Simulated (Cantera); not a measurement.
Feed: 1 mol CH3F, 0.049 mol CH4, equilibrated at 2775 K.

Method: chemical equilibrium by Gibbs-energy minimisation in Cantera with the NASA 1993 tables (ideal gas, pure condensed phases). Candidate condensed phases: C, C6H6, C7H8, C8H18; 95 gas species. The numbers say what is thermodynamically allowed, not how fast it happens.

Task: Which condensed phases are stable at each of these points (P (Pa)): 1, 5.20, 27, 140, 720, 3700, 19000, 100000?

Result: 
```
P (Pa)  condensed phases  C condensed (%)
------  ----------------  ---------------
1               gas only              0.0
5.20            gas only              0.0
27              gas only              0.0
140          C(graphite)             80.5
720          C(graphite)             93.1
3700         C(graphite)             94.3
19000        C(graphite)             94.0
100000       C(graphite)             93.8
```

From 0.00750 Torr to 0.203 Torr nothing is condensed. From 1.05 Torr to 750 Torr the condensed part is C(graphite).
